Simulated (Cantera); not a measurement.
Charge: 1 mol MgSO₄, 4 mol CO₂, equilibrated at 600 K and 1.40 bar.

Method: chemical equilibrium by Gibbs-energy minimisation in Cantera with the NASA 1993 tables (ideal gas, pure condensed phases). Candidate condensed phases: C, Mg, MgCO₃, MgO, MgS, MgSO₄, S; 26 gas species. Rates play no part.

Base state: CO₂ 1.00 (mole fractions); condensed: MgSO₄(s).

What changes in the equilibrium state with this change: temperature from 600 K to 1748 K?


```tsv
species	before	after
CO₂	1.00	0.727
SO₂	<1e-9	0.181
O₂	<1e-9	0.0906
SO₃	<1e-9	0.000818
CO	<1e-9	0.000241
O	<1e-9	1.87e-5
MgSO₄(s), mol	1.00	0
MgO(s), mol	0	1.00
```
